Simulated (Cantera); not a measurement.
**SiH₄ + O₃ + H₂ (silicon oxide and oxynitride deposition)**

Input: 1 mol SiH₄, a varied amount of O₃, 4.8 mol H₂, equilibrated at 1598.15 K and 450 Torr.

Equilibrium computed with Cantera from the NASA thermochemical tables; the gas is ideal and each condensed phase is pure. Candidate condensed phases: H₂O, Si, SiO₂; 18 gas species. Mutual solubility and eutectic melting of coexisting phases are not modelled. The tables hold silica as quartz up to 1696 K and as liquid above; real silica turns to tridymite and cristobalite and melts near 1996 K. Gases not in the tables: Si(OH)₄. The numbers say what is thermodynamically allowed, not how fast it happens.

```
n(O₃) (mol)     x H₂    x H₂O      x O₂     x SiO      x OH      x H   x SiH₂       x O  n Si(s)  n SiO₂(β-quartz)
-----------  -------  -------  --------  --------  --------  -------  -------  --------  -------  ----------------
0.062          0.995  8.82e-6    <1e-12   0.00461  2.37e-11  6.87e-5  4.88e-6    <1e-12    0.891            0.0772
0.087          0.995  8.82e-6    <1e-12   0.00461  2.37e-11  6.87e-5  4.88e-6    <1e-12    0.854             0.115
0.12           0.995  8.82e-6    <1e-12   0.00461  2.37e-11  6.87e-5  4.88e-6    <1e-12    0.804             0.164
0.17           0.995  8.82e-6    <1e-12   0.00461  2.37e-11  6.87e-5  4.88e-6    <1e-12    0.729             0.239
0.23           0.995  8.82e-6    <1e-12   0.00461  2.37e-11  6.87e-5  4.88e-6    <1e-12    0.639             0.329
0.32           0.995  8.82e-6    <1e-12   0.00461  2.37e-11  6.87e-5  4.88e-6    <1e-12    0.504             0.464
0.45           0.995  8.82e-6    <1e-12   0.00461  2.37e-11  6.87e-5  4.88e-6    <1e-12    0.309             0.659
0.62           0.995  8.82e-6    <1e-12   0.00461  2.37e-11  6.87e-5  4.88e-6    <1e-12   0.0543             0.914
0.87           0.910   0.0897    <1e-12   4.14e-7   2.52e-7  6.57e-5   <1e-12  1.51e-11        0             1.000
1.2            0.765    0.235  6.65e-12   1.33e-7   7.21e-7  6.02e-5   <1e-12  4.72e-11        0             1.000
1.7            0.544    0.456  4.93e-11   4.87e-8   1.66e-6  5.08e-5   <1e-12  1.29e-10        0              1.00
2.3            0.279    0.721  4.67e-10   1.58e-8   3.65e-6  3.64e-5   <1e-12  3.96e-10        0              1.00
3.2          3.36e-5    0.944    0.0555  1.45e-12  0.000437  3.99e-7   <1e-12   4.31e-6        0              1.00
```
x: gas mole fraction; n: condensed amount in mol.

From 0.062 mol O₃ to 0.62 mol O₃ the condensed part is Si(s) + SiO₂(β-quartz). From 0.87 mol O₃ to 3.2 mol O₃ the condensed part is SiO₂(β-quartz).
